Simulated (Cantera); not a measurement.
A closed system holds: 1 mol Si3N4, 0.0076 mol O2, 2 mol H2, held at 5.70 bar.

These are equilibrium values from Cantera (NASA tables, ideal gas, pure condensed phases), not measurements of a reactor. Candidate condensed phases: H2O, Si, SiO2, Si2N2O, Si3N4; 35 gas species. Mutual solubility and eutectic melting of coexisting phases are not modelled. Gases not in the tables: Si2H6 and higher silanes. Equilibrium is a limit: real reactors are often held back by kinetics, nucleation or transport.

### Question
At 1527 °C, list the 5 most abundant gas species with their mole fractions, and the condensed phases.

### Answer
H2 0.997, N2 0.00256, H 0.000150, SiO 4.86e-5, SiH2 2.13e-5. Condensed: Si2N2O(s) + Si3N4(s).
